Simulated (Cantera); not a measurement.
A diamond (100) surface in a fixed gas of H2 with x(CH4) = 0.0092, x(H) = 0.015, at 1375 K, 0.0158 atm; coverages are run to steady state.

Computed with Cantera and the Harris–Goodwin 1993 mechanism for the reconstructed diamond (100) surface.

One state of this run: growth (µm/h) = 4.42; θ c6HH = 0.341; θ c6H* = 0.0571; θ c6*H = 0.542; θ c6** = 0.0584; θ c6HM = 0.000244. θ: site fractions in the mechanism's names (c6HH fully hydrogenated, c6H* and c6*H radical sites, c6** diradical, c6HM methylated).

Task: Which value of x(CH3) does it belong to?
A) 1e-06
B) 1.5e-05
C) 0.0013
D) 2.5e-06

Result: C, 0.0013
